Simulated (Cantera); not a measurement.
## Equilibrium for abatement and gas-phase synthesis: HI + H2O + O2

A closed system holds: 1 mol HI, 0.77 mol H2O, 0.22 mol O2, at 625 °C and 750 Torr.

Method: chemical equilibrium by Gibbs-energy minimisation in Cantera with the NASA 1993 tables (ideal gas, pure condensed phases). Candidate condensed phases: H2O, I2; 12 gas species. The numbers say what is thermodynamically allowed, not how fast it happens.

```yaml
x(H2O): 0.680
x(I2): 0.243
x(HI): 0.0664
x(I): 0.00960
x(H2): 0.000522
gas_amount: 1.779 mol
log10 activity of I2(l) (absent): -2.56
```
